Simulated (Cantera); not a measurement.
Input: 1 mol SiF4, 0.16 mol O2, 9 mol N2, 6.7 mol NO, at 0.0210 bar.

These are equilibrium values from Cantera (NASA tables, ideal gas, pure condensed phases), not measurements of a reactor. Candidate condensed phases: Si, SiO2, Si2N2O, Si3N4; 28 gas species. Kinetics and transport are ignored. All values below are at 1327 °C.

Base state: N2 0.732, O2 0.207, SiF4 0.0593, NO 0.00185, O 4.56e-5 (mole fractions); condensed: gas only.

**Question.** What changes in the equilibrium state with this change: 0.012 mol H2O added?

**Answer.** 
```csv
species,before,after
N2,0.732,0.731
O2,0.207,0.207
SiF4,0.0593,0.0589
HF,0,0.00142
NO,0.00185,0.00185
O,4.56e-5,4.55e-5
"SiO2(β-quartz), mol",0,0.00601
```
The tables hold silica as quartz up to 1696 K and as liquid above; real silica turns to tridymite and cristobalite and melts near 1996 K. Further candidate phases: H2O.
